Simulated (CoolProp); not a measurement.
The fluid at 298.15 K and 0.288 MPa (gas) is heated at constant pressure to 480.8 K. The same conditions are run with several fluids, on thermodynamics alone (safety and materials aside).

The numbers come from the reference Helmholtz-energy equation of state of each fluid (propane: Lemmon 2009; R22: Kamei 1995; oxygen: Schmidt 1985; nitrogen: Span 2000) in CoolProp.

Problem. Rank propane, R22, oxygen, nitrogen by heat (kJ/kg), highest first.

Solution. propane (384), nitrogen (191), oxygen (172), R22 (139)

```json
[
 {"fluid": "propane", "final density (kg/m³)": "3.21"},
 {"fluid": "R22", "final density (kg/m³)": "6.28"},
 {"fluid": "oxygen", "final density (kg/m³)": "2.30"},
 {"fluid": "nitrogen", "final density (kg/m³)": "2.02"}
]
```

Above 300 K oxygen's equation is extrapolated.
